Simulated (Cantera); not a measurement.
A perfectly stirred reactor is fed with CH4 : CO2 = 1 : 0.53 (molar parts), at 24000 Pa; it is held at 1673 K, and followed from long to short residence time.

Detailed kinetics in Cantera: GRI-Mech 3.0 (53 species, 325 reactions). GRI-Mech 3.0 stops at C3 and has no aromatics, soot or wall deposition, so with more carbon than oxygen in the feed, carbon stays in small species such as C2H2 where larger ones or solid carbon would form.

x: mole fraction; the columns are a selection and need not sum to one.

| τ (s) | x CH4 | x CO2 | x O2 | x C2H | x C2H4 |
|---|---|---|---|---|---|
| 0.81 | 0.0649 | 0.0357 | 1.59e-11 | 2.07e-7 | 0.00116 |
| 0.43 | 0.0891 | 0.0524 | 2.03e-11 | 2.12e-7 | 0.00142 |
| 0.23 | 0.124 | 0.0788 | 2.22e-11 | 2.03e-7 | 0.00189 |
| 0.12 | 0.176 | 0.120 | 2.00e-11 | 1.79e-7 | 0.00279 |
| 0.066 | 0.238 | 0.169 | 1.49e-11 | 1.49e-7 | 0.00417 |
| 0.035 | 0.316 | 0.222 | 8.95e-12 | 1.15e-7 | 0.00635 |
| 0.019 | ___ | ___ | 4.72e-12 | ___ | ___ |
| 0.010 | ___ | 0.298 | 2.12e-12 | ___ | ___ |
| 0.0054 | 0.534 | 0.319 | <1e-12 | 3.17e-8 | 0.0128 |

Question: What belongs in the gaps?

Answer: 
- 0.019, x CH4: 0.394
- 0.019, x CO2: 0.265
- 0.019, x C2H: 8.43e-8
- 0.019, x C2H4: 0.00901
- 0.010, x CH4: 0.470
- 0.010, x C2H: 5.52e-8
- 0.010, x C2H4: 0.0117
